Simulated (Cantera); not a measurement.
# Equilibrium for carbon deposition, reforming and gasification: C3H6 + O2 + N2

Input: 1 mol C3H6, 0.31 mol O2, 27 mol N2, equilibrated at 0.670 bar.

These are equilibrium values from Cantera (NASA tables, ideal gas, pure condensed phases), not measurements of a reactor. Candidate condensed phases: C, C6H6, C7H8, C8H18, H2O; 136 gas species. Kinetics and transport are ignored.

```
T (°C)   x N2    x H2    x CO     x HCN       x H     x HNC  n C(graphite)
------  -----  ------  ------  --------  --------  --------  -------------
1302    0.882  0.0977  0.0202  0.000513   1.59e-5   1.09e-5           2.36
1452    0.881  0.0973  0.0202   0.00123   7.08e-5   3.91e-5           2.34
1602    0.880  0.0965  0.0202   0.00254  0.000249  0.000113           2.30
1752    0.879  0.0950  0.0202   0.00470  0.000725  0.000279           2.22
1902    0.877  0.0925  0.0202   0.00791   0.00181  0.000601           2.11
2052    0.873  0.0886  0.0202    0.0123   0.00400   0.00116           1.94
2202    0.868  0.0829  0.0202    0.0178   0.00791   0.00203           1.71
```
x: gas mole fraction; n: condensed amount in mol.

From 1302 °C to 2202 °C the condensed part is C(graphite). The main C-bearing gas is CO throughout. The share of C in condensed phases is highest at 1302 °C (78.8 %) and lowest at 2202 °C (57.1 %).
